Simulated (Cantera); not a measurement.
Cantera run:

```python
import numpy as np
import cantera as ct

gas_names = """
    CL CL2 H HCL H2 Si SiCL SiCL2 SiCL3 SiCL4 SiH SiHCL3 SiH2 SiH2CL2 SiH3 SiH3CL SiH4 Si2 Si3
""".split()
cond_names = """
    Si(cr) Si(L)
""".split()


def load(file, names, dense=False):
    # The tables refer to 1 bar. Condensed volumes are neglected.
    table = {s.name: s for s in ct.Species.list_from_file(file)}
    out = []
    for n in names:
        d = dict(table[n].input_data)
        d["thermo"] = dict(d["thermo"], **{"reference-pressure": 1e5})
        if dense:
            d["equation-of-state"] = {"model": "constant-volume", "density": "1e6 g/cm^3"}
        out.append(ct.Species.from_dict(d))
    return out


gas = ct.Solution(thermo="ideal-gas", species=load("nasa_gas.yaml", gas_names))
cond = {s.name: ct.Solution(thermo="fixed-stoichiometry", species=[s], name=s.name)
        for s in load("nasa_condensed.yaml", cond_names, dense=True)}
atoms = {
    'SiCl4': {'Si': 1, 'CL': 4},
    'Cl2': {'CL': 2},
    'H2': {'H': 2},
}
top_T = {}  # K; cautious upper limits of use, not melting points


def equilibrate(T, P, feed):
    n = {}
    for name, mol in feed.items():
        for a, k in atoms[name].items():
            n[a] = n.get(a, 0.0) + k * mol
    gas.TPX = T, P, n
    mass = sum(n.values()) * gas.mean_molecular_weight
    gas.equilibrate("TP")
    valid = [c for c in cond.values() if c.min_temp <= T <= top_T.get(c.name, c.max_temp)]
    mix = ct.Mixture([(gas, mass / gas.mean_molecular_weight)] + [(c, 0.0) for c in valid])
    mix.T, mix.P = T, P
    mix.equilibrate("TP", solver="vcs", rtol=1e-11, max_steps=5000)
    return mix


results = []
T = 800  # K
P = 51000  # Pa
for m in [0.5, 0.61, 0.74, 0.91, 1.1, 1.4, 1.7, 2, 2.5]:
    feed = {'SiCl4': 1, 'Cl2': m, 'H2': 1.2}  # mol
    mix = equilibrate(T, P, feed)
    results.append((T, P, feed, dict(zip(mix.species_names, mix.species_moles))))

top = {s: max(r[3][s] / sum(r[3][g] for g in gas_names) for r in results) for s in gas_names}
cols = sorted((s for s in top if top[s] > 0.0001), key=lambda s: -top[s])[:6]
seen = [c for c in cond_names if any(r[3].get(c, 0) > 1e-12 for r in results)]
print("log10 of partial pressures in bar; condensed amounts in mol")
print(f"{'n(Cl2)':>10s}" + "".join(f"{s[:9]:>10s}" for s in cols + seen))
for T, P, feed, n in results:
    ng = sum(n[g] for g in gas_names)
    print(f"{feed['Cl2']:10.4g}" + "".join(f"{np.log10(max(n[s] / ng * P / 1e5, 1e-99)):10.3f}" for s in cols)
          + "".join(f"{n.get(c, 0):10.4g}" for c in seen))
```

Output:

```
log10 of partial pressures in bar; condensed amounts in mol
    n(Cl2)       HCL     SiCL4       CL2        H2    SiHCL3
       0.5    -0.724    -0.724   -13.555    -0.879    -3.923
      0.61    -0.655    -0.741   -13.326    -0.971    -4.101
      0.74    -0.590    -0.761   -13.070    -1.098    -4.313
      0.91    -0.525    -0.785   -12.714    -1.323    -4.627
       1.1    -0.469    -0.811   -12.113    -1.811    -5.197
       1.4    -0.469    -0.849    -1.548   -12.377   -15.801
       1.7    -0.503    -0.883    -1.185   -12.809   -16.233
         2    -0.535    -0.916    -1.013   -13.046   -16.470
       2.5    -0.584    -0.965    -0.851   -13.305   -16.729
```

Equilibrium computed with Cantera from the NASA thermochemical tables; the gas is ideal and each condensed phase is pure.
